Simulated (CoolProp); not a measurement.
A closed Brayton cycle with nitrogen: compressor inlet 320.15 K and 1.7 MPa, high pressure 3.92 MPa, turbine inlet 900 K, compressor efficiency 0.8, turbine efficiency 0.9, recuperator effectiveness 0.9 (on enthalpy, no pinch check). Each further row changes one setting.

Model: reference Helmholtz-energy equation of state, Span 2000, in CoolProp.

| case | thermal efficiency (%) | net work (kJ/kg) | compressor to turbine work | compressor exit (K) | turbine exit (K) |
|---|---|---|---|---|---|
| as stated | 31.9 | 69.4 | 0.62 | 428.2 | 739.8 |
| turbine inlet 850 K | 29.2 | 59.1 | 0.66 | 428.2 | 697.3 |
| compressor inlet 330.15 K | 30.5 | 65.8 | 0.64 | 441.5 | 739.8 |
| high pressure 3.33 MPa | 32.1 | 61.1 | 0.59 | 405.1 | 768.8 |
| recuperator effectiveness 0.5 | 19.7 | 69.4 | 0.62 | 428.2 | 739.8 |
